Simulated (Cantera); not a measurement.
Transport properties of process gases

Gas mixture: N2 = 0.32 (molar parts), at 23000 Pa, frozen composition.

Cantera's kinetic-theory transport with the Lennard-Jones parameters of GRI-Mech 3.0, ideal gas; thermal conductivity in the mixture-averaged form.

| T (K) | ρ (kg/m³) | cp (J/kg/K) | μ (µPa s) | λ (mW/m/K) | Pr | D (cm²/s) H | D (cm²/s) NO | D (cm²/s) CH3 |
|---|---|---|---|---|---|---|---|---|
| 400 | 0.194 | 1047 | 22.3 | 32.8 | 0.713 | 8.96 | 1.49 | 1.65 |
| 550 | 0.141 | 1065 | 27.9 | 42.1 | 0.706 | 15.5 | 2.57 | 2.86 |
| 700 | 0.111 | 1095 | 32.8 | 51.2 | 0.702 | 23.4 | 3.87 | 4.32 |
| 850 | 0.0912 | 1134 | 37.3 | 60.0 | 0.705 | 32.5 | 5.35 | 5.99 |
| 1000 | 0.0775 | 1169 | 41.5 | 68.6 | 0.708 | 42.7 | 7.02 | 7.87 |
| 1150 | 0.0674 | 1195 | 45.5 | 76.9 | 0.707 | 53.9 | 8.86 | 9.94 |
| 1300 | 0.0596 | 1218 | 49.2 | 84.8 | 0.706 | 66.2 | 10.9 | 12.2 |
D: mixture-averaged diffusion coefficient of that species in the mixture.
